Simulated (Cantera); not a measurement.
Feed: 1 mol CsCl, 0.15 mol O2, 410 mol H2, at 1648 K and 4.20 Pa.

Method: chemical equilibrium by Gibbs-energy minimisation in Cantera with the NASA 1993 tables (ideal gas, pure condensed phases). Candidate condensed phases: Cs, CsCl, CsOH, H2O; 22 gas species. Rates play no part.

Base state: H2 0.982, H 0.0136, Cs 0.00127, HCl 0.00126, CsCl 0.00115, H2O 0.000724, Cl 1.36e-5 (mole fractions); condensed: gas only.

Q: What changes in the equilibrium state with this change: temperature from 1648 K to 1573.15 K?

A: 
| species | before | after |
|---|---|---|
| H2 | 0.982 | 0.990 |
| H | 0.0136 | 0.00625 |
| CsCl | 0.00115 | 0.00145 |
| Cl | 1.36e-5 | 4.84e-6 |
| Cs | 0.00127 | 0.000970 |

Q: What changes in the equilibrium state with this change: O2 from 0.15 to 1.2 mol?

A: 
```
species    before    after
-------  --------  -------
H2          0.982    0.977
H          0.0136   0.0136
H2O      0.000724  0.00579
Cs        0.00127  0.00127
Cl        1.36e-5  1.37e-5
CsCl      0.00115  0.00115
HCl       0.00126  0.00125
```
